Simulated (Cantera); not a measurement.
## Adiabatic ignition

An adiabatic, constant-pressure homogeneous reactor starts with 5.58 % CH4, 0.357 % CO, 10.3 % O2, 83.7 % N2, equivalence ratio 1.1, at 1775 K and 10.0 bar.

Cantera simulation using GRI-Mech 3.0 (53 species, 325 reactions); the numbers are that mechanism's predictions, not measurements.

| t (s) | T (K) | x CH4 | x CO | x O2 | x N2O | x NO |
|---|---|---|---|---|---|---|
| 9.00e-6 | 1775 | 0.0550 | 0.00360 | 0.103 | 5.08e-9 | 4.27e-11 |
| 2.06e-5 | 1789 | 0.0506 | 0.00438 | 0.100 | 2.88e-8 | 4.13e-10 |
| 4.73e-5 | 2594 | <1e-12 | 0.0265 | 0.00698 | 6.36e-7 | 0.000174 |
| 0.000109 | 2696 | <1e-12 | 0.0212 | 0.00326 | 6.14e-7 | 0.000543 |
| 0.000249 | 2697 | <1e-12 | 0.0211 | 0.00298 | 6.05e-7 | 0.00113 |
| 0.000571 | 2693 | <1e-12 | 0.0214 | 0.00276 | 6.06e-7 | 0.00210 |
| 0.00131 | 2689 | <1e-12 | 0.0216 | 0.00254 | 6.17e-7 | 0.00310 |
| 0.00300 | 2687 | <1e-12 | 0.0217 | 0.00247 | 6.24e-7 | 0.00345 |
| 0.00688 | 2687 | <1e-12 | 0.0217 | 0.00247 | 6.25e-7 | 0.00347 |
| 0.0158 | 2687 | <1e-12 | 0.0217 | 0.00247 | 6.25e-7 | 0.00347 |
| 0.0362 | 2687 | <1e-12 | 0.0217 | 0.00247 | 6.25e-7 | 0.00347 |
| 0.0829 | 2687 | <1e-12 | 0.0217 | 0.00247 | 6.25e-7 | 0.00347 |
| 0.190 | 2687 | <1e-12 | 0.0217 | 0.00247 | 6.25e-7 | 0.00347 |
| 0.436 | 2687 | <1e-12 | 0.0217 | 0.00247 | 6.25e-7 | 0.00347 |
| 1.00 | 2687 | <1e-12 | 0.0217 | 0.00247 | 6.25e-7 | 0.00347 |
x: mole fraction; the columns are a selection and need not sum to one.

```
Item                                                                 Value
---------------------------------  ---------------------------------------
time of steepest temperature rise                                  36.5 µs
temperature at 1.00 s                                               2687 K
equilibrium temperature                                             2687 K
x(CH4) at 1.00 s                     <1e-12 (gas-phase equilibrium <1e-12)
x(CO) at 1.00 s                      0.0217 (gas-phase equilibrium 0.0217)
x(O2) at 1.00 s                    0.00247 (gas-phase equilibrium 0.00247)
```
